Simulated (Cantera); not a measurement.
An adiabatic, constant-volume homogeneous reactor starts with 25.0 % H2, 8.32 % O2, 66.7 % N2, equivalence ratio 1.5, at 1500 K and 0.240 bar.

Model: the H2/O2 subset of GRI-Mech 3.0, which has no nitrogen chemistry, integrated in Cantera.

x: mole fraction; the columns are a selection and need not sum to one.

| t (s) | T (K) | P (bar) | x H2 | x O2 | x H2O | x O | x H2O2 | x H | x OH |
|---|---|---|---|---|---|---|---|---|---|
| 4.00e-6 | 1500 | 0.240 | 0.250 | 0.0832 | 3.39e-8 | 1.23e-8 | 7.32e-10 | 1.50e-7 | 1.06e-8 |
| 1.57e-5 | 1500 | 0.240 | 0.250 | 0.0832 | 1.54e-6 | 1.86e-7 | ___ | 1.86e-6 | 1.58e-7 |
| 6.19e-5 | 1503 | 0.240 | 0.245 | 0.0811 | 0.00350 | 0.000320 | ___ | 0.00314 | 0.000272 |
| 0.000243 | 1874 | 0.295 | 0.0742 | 0.00802 | 0.131 | 0.0103 | ___ | 0.0859 | 0.0118 |
| 0.000957 | 2352 | 0.359 | 0.0842 | 0.00368 | 0.148 | 0.00500 | 3.74e-8 | 0.0453 | 0.0138 |
| 0.00376 | 2640 | 0.395 | 0.0873 | 0.00133 | 0.163 | 0.00175 | 3.48e-8 | 0.0230 | 0.0104 |
| 0.0148 | 2651 | 0.396 | 0.0874 | 0.00126 | 0.164 | 0.00165 | 3.50e-8 | 0.0222 | 0.0101 |
| 0.0582 | 2651 | 0.396 | 0.0874 | 0.00126 | 0.164 | 0.00165 | 3.50e-8 | 0.0222 | 0.0101 |
| 0.229 | 2651 | 0.396 | 0.0874 | 0.00126 | 0.164 | 0.00165 | 3.50e-8 | 0.0222 | 0.0101 |
| 0.900 | 2651 | 0.396 | 0.0874 | 0.00126 | 0.164 | 0.00165 | 3.50e-8 | 0.0222 | 0.0101 |

Task: Complete the blanks.

Result: 
- 1.57e-5, x H2O2: 9.36e-9
- 6.19e-5, x H2O2: 1.25e-7
- 0.000243, x H2O2: 1.41e-7
